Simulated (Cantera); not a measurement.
A freely propagating, adiabatic, planar premixed flame of 43.1 % H₂, 12.0 % O₂, 44.9 % N₂, equivalence ratio 1.8, unburnt at 350 K and 4.30 bar; unity-Lewis-number transport, grid criteria slope 0.08 and curve 0.16, no radiation.

Model: the H2/O2 subset of GRI-Mech 3.0, which has no nitrogen chemistry, integrated in Cantera. The hydrogen kinetics of GRI-Mech 3.0 are dated; newer H2 mechanisms differ, most at raised pressure. Unity Lewis numbers drop preferential diffusion, which matters most where H2 and H carry the flame. Burning velocities carry a grid error of a few per cent, more on coarse grids.

### Question
Predict: laminar burning velocity; thermal thickness; peak x(HO₂); peak x(OH); peak x(H).

### Answer
| Quantity | Result |
|---|---|
| laminar burning velocity | 238 cm/s |
| thermal thickness | 0.0584 mm |
| peak x(HO₂) | 0.000690 |
| peak x(OH) | 0.00452 |
| peak x(H) | 0.0499 |
